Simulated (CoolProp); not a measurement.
The numbers come from the reference Helmholtz-energy equation of state, Lemmon 2006 in CoolProp. It is a short technical equation, of lower accuracy than the large ones.

Problem. For carbon monoxide, give the phase and the speed of sound (m/s) at 221.1 K and 711 kPa; 187.3 K and 891 kPa.

Solution. 
- 221.1 K and 711 kPa: gas; speed of sound 302
- 187.3 K and 891 kPa: gas; speed of sound 276
